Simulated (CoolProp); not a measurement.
The numbers come from the reference Helmholtz-energy equation of state, Lemmon 2006 in CoolProp. It is a short technical equation, of lower accuracy than the large ones.

Question: For carbon monoxide, give the phase and the cv (kJ/(kg K)) at 138.8 K and 0.0984 MPa.

Answer: 
- 138.8 K and 0.0984 MPa: gas; cv 0.745
